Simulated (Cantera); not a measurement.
Feed: 1 mol SiH₂Cl₂, a varied amount of HCl, 4.1 mol N₂, held at 1650 K and 9.40 mbar.

These are equilibrium values from Cantera (NASA tables, ideal gas, pure condensed phases), not measurements of a reactor. Candidate condensed phases: NH₄Cl, Si, Si₃N₄; 28 gas species. The tables' values for SiCl₃, SiCl are old estimates; treat these amounts as uncertain. Equilibrium is a limit: real reactors are often held back by kinetics, nucleation or transport.

**Question.** At 2.2 mol HCl, list the 4 most abundant gas species with their mole fractions, and the condensed phases.

**Answer.** N₂ 0.496, HCl 0.255, H₂ 0.126, SiCl₂ 0.112. Condensed: gas only.
